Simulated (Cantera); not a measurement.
Feed: 1 mol AlCl3, 0.88 mol HCl, 22 mol N2, equilibrated at 1625 K and 9.30 mbar.

These are equilibrium values from Cantera (NASA tables, ideal gas, pure condensed phases), not measurements of a reactor. Candidate condensed phases: Al, AlCl3, AlN, NH4Cl; 20 gas species. The tables' values for AlCl2 are old estimates; treat these amounts as uncertain. Rates play no part.

Base state: N2 0.920, AlCl3 0.0406, HCl 0.0365, Cl 0.00169, AlCl2 0.00108, H2 0.000155, AlCl 0.000145 (mole fractions); condensed: gas only.

Question: What changes in the equilibrium state with this change: temperature from 1625 K to 1448 K?

Answer: 
```json
[
 {"species": "N2", "before": "0.920", "after": "0.921"},
 {"species": "AlCl3", "before": "0.0406", "after": "0.0417"},
 {"species": "HCl", "before": "0.0365", "after": "0.0367"},
 {"species": "Cl", "before": "0.00169", "after": "0.000309"},
 {"species": "AlCl", "before": "0.000145", "after": "3.91e-6"},
 {"species": "AlCl2", "before": "0.00108", "after": "0.000131"},
 {"species": "H2", "before": "0.000155", "after": "8.53e-5"}
]
```

Question: What changes in the equilibrium state with this change: pressure from 9.30 mbar to 1.33 mbar?

Answer: 
| species | before | after |
|---|---|---|
| N2 | 0.920 | 0.917 |
| AlCl3 | 0.0406 | 0.0382 |
| HCl | 0.0365 | 0.0364 |
| Cl | 0.00169 | 0.00464 |
| AlCl | 0.000145 | 0.000878 |
| H | 9.12e-6 | 2.31e-5 |
| AlCl2 | 0.00108 | 0.00258 |
| H2 | 0.000155 | 0.000142 |
